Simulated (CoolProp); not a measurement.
Vapour-liquid equilibrium of R22 (1) + R123 (2) at -29.25 °C; x and y are mole fractions of (1).

The numbers come from the multi-fluid Helmholtz-energy mixture model, Kamei 1995 and Younglove 1994; pair parameters Bell 2016 in CoolProp.

```
x      bubble pressure, mixture model (MPa)  bubble pressure, Raoult's law (MPa)  y, mixture model  y, Raoult's law
-----  ------------------------------------  -----------------------------------  ----------------  ---------------
0.05                                0.01474                              0.01516             0.542            0.558
0.125                               0.02699                              0.02732             0.769            0.774
0.2                                 0.03978                              0.03948             0.856            0.857
0.275                               0.05278                              0.05163             0.901            0.901
0.35                                0.06571                              0.06379             0.928            0.928
0.425                               0.07840                              0.07594             0.946            0.947
0.5                                 0.09076                              0.08810             0.959            0.960
0.575                                0.1028                               0.1003             0.969            0.970
0.65                                 0.1144                               0.1124             0.976            0.978
0.725                                0.1259                               0.1246             0.982            0.984
0.8                                  0.1373                               0.1367             0.988            0.990
0.875                                0.1489                               0.1489             0.993            0.994
0.95                                 0.1609                               0.1610             0.997            0.998
```

The largest gap from Raoult's law is +3.2 % in bubble pressure, at x = 0.425. No azeotrope shows between x = 0.05 and 0.95.

The pair parameters rest on a limited set of measurements; away from them the model extrapolates. The gap from Raoult's law changes sign with composition, which may be real or a fault of the pair parameters; it wasn't checked against measurements.
